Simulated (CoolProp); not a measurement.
Computed with CoolProp (reference Helmholtz-energy equation of state, Lemmon 2016).

Task: Give the vapour pressure (MPa), vapour density (kg/m³), enthalpy of vaporisation (kJ/kg) of saturated R115 at 327.6 K.

Result: 
```csv
T (K),p (MPa),vapour density (kg/m³),enthalpy of vaporisation (kJ/kg)
327.6,1.83,160,70.2
```
